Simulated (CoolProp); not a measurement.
Vapour-liquid equilibrium of R134a (1) + R152A (2) at 15.2 kPa; x and y are mole fractions of (1).

Values from CoolProp's multi-fluid Helmholtz-energy mixture model, Tillner-Roth 1994 and Outcalt 1996; pair parameters Lemmon 2004.

Q: Give the bubble temperature and the first vapour's composition at x = 0.125, 0.2, 0.425. Is there an azeotrope?

A: x = 0.125: 213.7 K, y = 0.108; x = 0.2: 213.9 K, y = 0.182; x = 0.425: 214.1 K, y = 0.430. y crosses x between x = 0.35 and 0.425: the model has an azeotrope there.

The pair parameters rest on a limited set of measurements; away from them the model extrapolates.
